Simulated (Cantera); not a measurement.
An adiabatic, constant-volume homogeneous reactor starts with CO : H2 : CH4 : O2 : N2 = 1 : 0.088 : 0.78 : 1.91 : 7.19 (molar parts), at 1250 K and 1000000 Pa. Integrator tolerance rtol = 1e-08.

Cantera simulation using GRI-Mech 3.0 (53 species, 325 reactions); the numbers are that mechanism's predictions, not measurements. Above 3000 K some thermodynamic fits are extrapolated.

**Question.** What does this change do: CH4 0.78 to 0.52 parts?

**Answer.** 
| quantity | before | after |
|---|---|---|
| time of steepest temperature rise | 1.32 ms | 0.666 ms |
| temperature at 0.400 s | 3043 K | 2932 K |
| equilibrium temperature | 3043 K | 2932 K |
| x(CO) at 0.400 s | 0.0674 (gas-phase equilibrium 0.0674) | 0.0324 (gas-phase equilibrium 0.0324) |
| x(H2) at 0.400 s | 0.0122 (gas-phase equilibrium 0.0122) | 0.00381 (gas-phase equilibrium 0.00381) |
| x(CH4) at 0.400 s | <1e-12 (gas-phase equilibrium <1e-12) | <1e-12 (gas-phase equilibrium <1e-12) |
| x(CH2) at 0.400 s | <1e-12 (gas-phase equilibrium 1.07e-12) | <1e-12 (gas-phase equilibrium <1e-12) |
| x(CH3) at 0.400 s | 1.41e-12 (gas-phase equilibrium 1.75e-12) | <1e-12 (gas-phase equilibrium <1e-12) |
| x(NO2) at 0.400 s | 7.47e-6 (gas-phase equilibrium 7.47e-6) | 2.04e-5 (gas-phase equilibrium 2.04e-5) |

**Question.** What does this change do: constant pressure in place of constant volume?

**Answer.** 
| quantity | before | after |
|---|---|---|
| time of steepest temperature rise | 1.32 ms | 1.45 ms |
| temperature at 0.400 s | 3043 K | 2815 K |
| equilibrium temperature | 3043 K | 2815 K |
| x(CO) at 0.400 s | 0.0674 (gas-phase equilibrium 0.0674) | 0.0570 (gas-phase equilibrium 0.0570) |
| x(H2) at 0.400 s | 0.0122 (gas-phase equilibrium 0.0122) | 0.0103 (gas-phase equilibrium 0.0103) |
| x(CH4) at 0.400 s | <1e-12 (gas-phase equilibrium <1e-12) | <1e-12 (gas-phase equilibrium <1e-12) |
| x(CH2) at 0.400 s | <1e-12 (gas-phase equilibrium 1.07e-12) | <1e-12 (gas-phase equilibrium <1e-12) |
| x(CH3) at 0.400 s | 1.41e-12 (gas-phase equilibrium 1.75e-12) | <1e-12 (gas-phase equilibrium <1e-12) |
| x(NO2) at 0.400 s | 7.47e-6 (gas-phase equilibrium 7.47e-6) | 3.21e-6 (gas-phase equilibrium 3.21e-6) |
